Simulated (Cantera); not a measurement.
# Equilibrium for silicon etching in halogen gases: Si + HCl

Feed: 1 mol Si, 10 mol HCl, equilibrated at 0.100 bar.

Equilibrium computed with Cantera from the NASA thermochemical tables; the gas is ideal and each condensed phase is pure. Candidate condensed phases: Si; 19 gas species. The tables' values for SiCl₃ are old estimates; treat these amounts as uncertain. Rates play no part.

| T (K) | x HCl | x H₂ | x SiCl₄ | x SiCl₃ | x SiCl₂ | x SiHCl₃ | x Cl | x H |
|---|---|---|---|---|---|---|---|---|
| 873 | 0.667 | 0.222 | 0.111 | 1.42e-6 | 1.07e-9 | 7.92e-5 | 2.07e-10 | 6.97e-11 |
| 923 | 0.667 | 0.222 | 0.111 | 5.25e-6 | 1.00e-8 | 0.000132 | 1.06e-9 | 3.65e-10 |
| 973 | 0.667 | 0.222 | 0.111 | 1.69e-5 | 7.43e-8 | 0.000207 | 4.56e-9 | 1.61e-9 |
| 1023 | 0.667 | 0.222 | 0.111 | 4.86e-5 | 4.51e-7 | 0.000312 | 1.71e-8 | 6.17e-9 |
| 1073 | 0.667 | 0.222 | 0.111 | 0.000126 | 2.30e-6 | 0.000450 | 5.68e-8 | 2.09e-8 |
| 1123 | 0.668 | 0.221 | 0.110 | 0.000299 | 1.01e-5 | 0.000627 | 1.70e-7 | 6.34e-8 |
| 1173 | 0.668 | 0.221 | 0.110 | 0.000655 | 3.86e-5 | 0.000844 | 4.63e-7 | 1.75e-7 |
| 1223 | 0.669 | 0.220 | 0.108 | 0.00134 | 0.000131 | 0.00110 | 1.17e-6 | 4.46e-7 |
| 1273 | 0.670 | 0.219 | 0.107 | 0.00255 | 0.000399 | 0.00139 | 2.75e-6 | 1.05e-6 |
| 1323 | 0.673 | 0.216 | 0.103 | 0.00453 | 0.00109 | 0.00169 | 6.08e-6 | 2.33e-6 |
| 1373 | 0.677 | 0.212 | 0.0983 | 0.00750 | 0.00264 | 0.00195 | 1.28e-5 | 4.85e-6 |
| 1423 | 0.684 | 0.206 | 0.0906 | 0.0114 | 0.00571 | 0.00212 | 2.59e-5 | 9.54e-6 |
x: gas mole fraction; nothing condenses.

From 873 K to 1423 K nothing is condensed. The main Si-bearing gas is SiCl₄ throughout.
